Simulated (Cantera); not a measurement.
Input (Python, Cantera) and output of one run.

```python
import numpy as np
import cantera as ct

gas_names = [...]  # 123 gases of nasa_gas.yaml made of C, H, O, Si
cond_names = """
    C(gr) C6H6(L) C7H8(L) C8H18(L),n-octa H2O(s) H2O(L) Si(cr) Si(L) SiC(b) SiO2(Lqz) SiO2(hqz) SiO2(L)
""".split()


# ... load() reads the species with a 1 bar reference pressure and builds the phases ...
atoms = {
    'SiC': {'Si': 1, 'C': 1},
    'O2': {'O': 2},
    'H2': {'H': 2},
}
top_T = {'C(gr)': 4500, 'SiC(b)': 3050}  # K; cautious upper limits of use, not melting points


# ... equilibrate(T, P, feed) seeds the gas with the atoms and calls Mixture.equilibrate('TP', solver="vcs", rtol=1e-11, max_steps=5000) ...
results = []
feed = {'SiC': 1, 'O2': 0.018, 'H2': 15}  # mol
P = 101325  # Pa
for T in [1598, 1648, 1698, 1748, 1798, 1848, 1898]:
    mix = equilibrate(T, P, feed)
    results.append((T, P, feed, dict(zip(mix.species_names, mix.species_moles))))

top = {s: max(r[3][s] / sum(r[3][g] for g in gas_names) for r in results) for s in gas_names}
cols = sorted((s for s in top if top[s] > 1e-05), key=lambda s: -top[s])[:6]
seen = [c for c in cond_names if any(r[3].get(c, 0) > 1e-12 for r in results)]
print("log10 of partial pressures in bar; condensed amounts in mol")
print(f"{'T/K':>10s}" + "".join(f"{s[:9]:>10s}" for s in cols + seen))
for T, P, feed, n in results:
    ng = sum(n[g] for g in gas_names)
    print(f"{T:10.4g}" + "".join(f"{np.log10(max(n[s] / ng * P / 1e5, 1e-99)):10.3f}" for s in cols)
          + "".join(f"{n.get(c, 0):10.4g}" for c in seen))
```

Result:

```
log10 of partial pressures in bar; condensed amounts in mol
       T/K        H2       SiO        CO         H       CH4      SiH2    SiC(b) SiO2(hqz)
      1598     0.005    -2.908    -2.937    -4.272    -4.059    -6.002    0.9815 9.856e-05
      1648     0.005    -2.905    -2.932    -4.048    -4.109    -5.731    0.9815         0
      1698     0.005    -2.906    -2.930    -3.838    -4.155    -5.476    0.9815         0
      1748     0.005    -2.907    -2.928    -3.639    -4.199    -5.236    0.9815         0
      1798     0.004    -2.909    -2.926    -3.451    -4.239    -5.010    0.9815         0
      1848     0.004    -2.911    -2.923    -3.273    -4.277    -4.797    0.9814         0
      1898     0.004    -2.913    -2.920    -3.105    -4.312    -4.596    0.9813         0
```

Method: chemical equilibrium by Gibbs-energy minimisation in Cantera with the NASA 1993 tables (ideal gas, pure condensed phases). Mutual solubility and eutectic melting of coexisting phases are not modelled. The tables hold silica as quartz up to 1696 K and as liquid above; real silica turns to tridymite and cristobalite and melts near 1996 K. Gases not in the tables: Si2H6 and higher silanes.
